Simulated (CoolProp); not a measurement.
A simple Rankine cycle with n-perfluorohexane: condensing at 325.15 K, boiler at 0.557 MPa, turbine inlet 406.9 K, turbine efficiency 0.6, pump efficiency 0.7, no recuperator. Each further row changes one setting.

The numbers come from the reference Helmholtz-energy equation of state, Gao 2022 in CoolProp.

| case | thermal efficiency (%) | net work (kJ/kg) | heat in (kJ/kg) | turbine exit temperature (K) | volume ratio over the turbine |
|---|---|---|---|---|---|
| as stated | 6.2 | 9.59 | 155 | 390.4 | 7.51 |
| turbine inlet 426.9 K | 5.9 | 10.3 | 175 | 410.9 | 7.26 |
| condensing temperature 317.15 K | 6.8 | 11.2 | 163 | 388.4 | 10.1 |
| boiler pressure 0.39 MPa | 5.1 | 8.09 | 157 | 394.6 | 4.94 |
| turbine efficiency 0.5 | 5.1 | 7.93 | 155 | 392.1 | 7.55 |
